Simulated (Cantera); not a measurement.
Input (Python, Cantera) and output of one run.

```python
import numpy as np
import cantera as ct

gas_names = """
    Electron C C+ C- CH CH+ CH2 CH3 CH2OH CH3O CH4 CH3OH CO CO+ CO2 CO2+ COOH C2 C2+ C2- C2H CHCO,ketyl
    C2H2,acetylene C2H2,vinylidene CH2CO,ketene C2H3,vinyl CH3CO,acetyl C2H4 C2H4O,ethylen
    CH3CHO,ethanal CH3COOH (HCOOH)2 C2H5 C2H6 CH3OCH3 C2H5OH C2O C3 C3H3,propargyl C3H4,allene
    C3H4,propyne C3H4,cyclo- C3H5,allyl C3H6,propylene C3H6,cyclo- C3H6O C3H7,n-propyl C3H7,i-propyl
    C3H8 C3H8O,1propanol C3H8O,2propanol C3O2 C4 C4H2 C4H4,1,3-cyclo- C4H6,butadiene C4H6,2-butyne
    C4H6,cyclo- C4H8,1-butene C4H8,cis2-buten C4H8,tr2-butene C4H8,isobutene C4H8,cyclo- (CH3COOH)2
    C4H9,n-butyl C4H9,i-butyl C4H9,s-butyl C4H9,t-butyl C4H10,isobutane C4H10,n-butane C5 C5H6,1,3cyclo-
    C5H8,cyclo- C5H10,1-pentene C5H10,cyclo- C5H11,pentyl C5H11,t-pentyl C5H12,n-pentane C5H12,i-pentane
    CH3C(CH3)2CH3 C6H2 C6H5,phenyl C6H5O,phenoxy C6H6 C6H5OH,phenol C6H10,cyclo- C6H12,1-hexene
    C6H12,cyclo- C6H13,n-hexyl C7H7,benzyl C7H8 C7H8O,cresol C7H14,1-heptene C7H15,n-heptyl
    C7H16,n-heptane C8H8,styrene C8H10,ethylbenz C8H16,1-octene C8H17,n-octyl C8H18,isooctane
    C8H18,n-octane C9H19,n-nonyl C10H8,naphthale C10H21,n-decyl C12H9,o-bipheny C12H10,bipheny H H+ H-
    HCO HCO+ HO2 H2 H2+ H2- HCHO,formaldehy HCOOH H2O H2O+ H2O2 H3O+ O O+ O- OH OH+ OH- O2 O2+ O2- O3
""".split()
cond_names = """
    C(gr) C6H6(L) C7H8(L) C8H18(L),n-octa H2O(s) H2O(L)
""".split()


def load(file, names, dense=False):
    # The tables refer to 1 bar. Condensed volumes are neglected.
    table = {s.name: s for s in ct.Species.list_from_file(file)}
    out = []
    for n in names:
        d = dict(table[n].input_data)
        d["thermo"] = dict(d["thermo"], **{"reference-pressure": 1e5})
        if dense:
            d["equation-of-state"] = {"model": "constant-volume", "density": "1e6 g/cm^3"}
        out.append(ct.Species.from_dict(d))
    return out


gas = ct.Solution(thermo="ideal-gas", species=load("nasa_gas.yaml", gas_names))
cond = {s.name: ct.Solution(thermo="fixed-stoichiometry", species=[s], name=s.name)
        for s in load("nasa_condensed.yaml", cond_names, dense=True)}
atoms = {
    'C2H6': {'C': 2, 'H': 6},
    'H2O': {'H': 2, 'O': 1},
}
top_T = {'C(gr)': 4500}  # K; cautious upper limits of use, not melting points


def equilibrate(T, P, feed):
    n = {}
    for name, mol in feed.items():
        for a, k in atoms[name].items():
            n[a] = n.get(a, 0.0) + k * mol
    gas.TPX = T, P, n
    mass = sum(n.values()) * gas.mean_molecular_weight
    gas.equilibrate("TP")
    valid = [c for c in cond.values() if c.min_temp <= T <= top_T.get(c.name, c.max_temp)]
    mix = ct.Mixture([(gas, mass / gas.mean_molecular_weight)] + [(c, 0.0) for c in valid])
    mix.T, mix.P = T, P
    mix.equilibrate("TP", solver="vcs", rtol=1e-11, max_steps=5000)
    return mix


results = []
feed = {'C2H6': 1, 'H2O': 3.7}  # mol
P = 540000  # Pa
for T in [2000, 2500, 3000, 3500, 4000, 4500, 5000]:
    mix = equilibrate(T, P, feed)
    results.append((T, P, feed, dict(zip(mix.species_names, mix.species_moles))))

top = {s: max(r[3][s] / sum(r[3][g] for g in gas_names) for r in results) for s in gas_names}
cols = sorted((s for s in top if top[s] > 1e-06), key=lambda s: -top[s])[:6]
seen = [c for c in cond_names if any(r[3].get(c, 0) > 1e-12 for r in results)]
print("log10 of partial pressures in bar; condensed amounts in mol")
print(f"{'T/K':>10s}" + "".join(f"{s[:9]:>10s}" for s in cols + seen))
for T, P, feed, n in results:
    ng = sum(n[g] for g in gas_names)
    print(f"{T:10.4g}" + "".join(f"{np.log10(max(n[s] / ng * P / 1e5, 1e-99)):10.3f}" for s in cols)
          + "".join(f"{n.get(c, 0):10.4g}" for c in seen))
```

It prints:

```
log10 of partial pressures in bar; condensed amounts in mol
       T/K         H        H2        CO       H2O         O        OH
      2000    -2.538     0.502     0.066    -0.010    -7.227    -4.051
      2500    -1.352     0.495     0.070    -0.005    -4.565    -2.536
      3000    -0.567     0.469     0.063    -0.025    -2.789    -1.540
      3500    -0.033     0.391     0.031    -0.129    -1.548    -0.890
      4000     0.312     0.218    -0.039    -0.474    -0.771    -0.614
      4500     0.500    -0.078    -0.118    -1.166    -0.426    -0.742
      5000     0.579    -0.459    -0.166    -2.032    -0.319    -1.087
```

These are equilibrium values from Cantera (NASA tables, ideal gas, pure condensed phases), not measurements of a reactor.
